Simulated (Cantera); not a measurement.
Charge: 1 mol HgO, 0.035 mol H2, 0.6 mol N2, 0.011 mol O2, equilibrated at 100000 Pa.

Method: chemical equilibrium by Gibbs-energy minimisation in Cantera with the NASA 1993 tables (ideal gas, pure condensed phases). Candidate condensed phases: H2O, Hg, HgO; 25 gas species. The numbers say what is thermodynamically allowed, not how fast it happens.

Task: Which condensed phases are stable at each of these points (T (K)): 548, 648, 748, 848, 948, 1048, 1148, 1248, 1348?

Result: 
| T (K) | condensed phases | Hg condensed (%) |
|---|---|---|
| 548 | HgO(s) | 98.7 |
| 648 | HgO(s) | 91.2 |
| 748 | gas only | 0.0 |
| 848 | gas only | 0.0 |
| 948 | gas only | 0.0 |
| 1048 | gas only | 0.0 |
| 1148 | gas only | 0.0 |
| 1248 | gas only | 0.0 |
| 1348 | gas only | 0.0 |

From 548 K to 648 K the condensed part is HgO(s). From 748 K to 1348 K nothing is condensed.
